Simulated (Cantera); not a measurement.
Input: 1 mol trisilylamine, 19 mol NH3, 13 mol N2, held at 12.0 Pa.

Cantera equilibrium calculation (NASA polynomials, part measured and part estimated; ideal gas, pure solids and liquids). Candidate condensed phases: Si, Si3N4; 18 gas species. The feed counts by its element totals alone. The tables' values for SiN are old estimates; treat these amounts as uncertain. Gases not in the tables: Si2H6 and higher silanes. Equilibrium is a limit: real reactors are often held back by kinetics, nucleation or transport.

log p: log10 of the partial pressure in bar; n: condensed amount in mol.

| T (K) | log p H2 | log p N2 | log p H | log p Si | log p SiH | log p Si2 | log p Si2N | n Si3N4(s) | n Si(s) | n Si(l) |
|---|---|---|---|---|---|---|---|---|---|---|
| 1375 | -4.13 | -4.33 | -7.53 | -10.16 | -11.48 | -14.25 | -12.63 | 1.000 | 0 | 0 |
| 1450 | -4.14 | -4.33 | -7.09 | -8.80 | -10.27 | -12.15 | -10.90 | 1.000 | 0 | 0 |
| 1525 | -4.15 | -4.31 | ___ | ___ | ___ | ___ | ___ | 0 | 2.99 | 0 |
| 1600 | -4.15 | -4.31 | -6.34 | -7.01 | -8.75 | -9.61 | -9.01 | 0 | 2.95 | 0 |
| 1675 | -4.16 | -4.31 | -6.01 | -6.36 | -8.22 | -8.77 | -8.44 | 0 | 2.79 | 0 |
| 1750 | -4.17 | -4.32 | ___ | ___ | ___ | ___ | ___ | 0 | 0 | ___ |
| 1825 | -4.19 | -4.33 | -5.45 | -5.34 | -7.41 | -7.53 | -7.70 | 0 | 0 | 0.672 |
| 1900 | -4.21 | -4.34 | -5.20 | -5.23 | -7.40 | -7.67 | -8.06 | 0 | 0 | 0 |
| 1975 | -4.23 | -4.35 | -4.98 | -5.24 | -7.50 | -8.00 | -8.59 | 0 | 0 | 0 |
| 2050 | -4.27 | -4.36 | -4.78 | -5.25 | -7.60 | -8.32 | -9.10 | 0 | 0 | 0 |

Problem. What belongs in the gaps?

Solution. 
- 1750, log p H: -5.72
- 1750, log p Si: -5.82
- 1750, log p SiH: -7.78
- 1750, log p Si2: -8.11
- 1750, log p Si2N: -8.04
- 1750, n Si(l): 2.25
- 1525, log p H: -6.70
- 1525, log p Si: -7.72
- 1525, log p SiH: -9.34
- 1525, log p Si2: -10.54
- 1525, log p Si2N: -9.63
